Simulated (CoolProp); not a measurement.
Saturated liquid density (kg/m³) of hydrogen chloride: the reference equation beside estimates from Tc = 51.5 °C, pc = 8.314 MPa, ω = 0.130. Rackett uses Z = 0.29056 − 0.08775 ω.

Computed with CoolProp (reference Helmholtz-energy equation of state, Thol 2018).

| T (°C) | reference | Rackett | Redlich-Kwong |
|---|---|---|---|
| -51.95 | 1098 | 1010 | 947.4 |
| -42.45 | 1071 | 984.6 | 918.6 |
| -32.95 | 1043 | 958.5 | 887.9 |
| -23.45 | 1012 | 931.0 | 855.1 |
| -13.85 | 979.7 | 901.5 | 819.5 |
| -4.35 | 944.8 | 870.2 | 781.2 |
| 5.15 | 906.6 | 836.0 | 739.4 |
| 14.65 | 863.7 | 798.1 | 693.0 |
| 24.25 | 813.6 | 754.2 | 639.8 |
| 33.75 | 752.6 | 701.6 | 577.6 |

Absolute difference from the reference over all 10 rows, mean and median: Rackett 7.8 and 7.9 %, Redlich-Kwong 17.5 and 16.8 %.
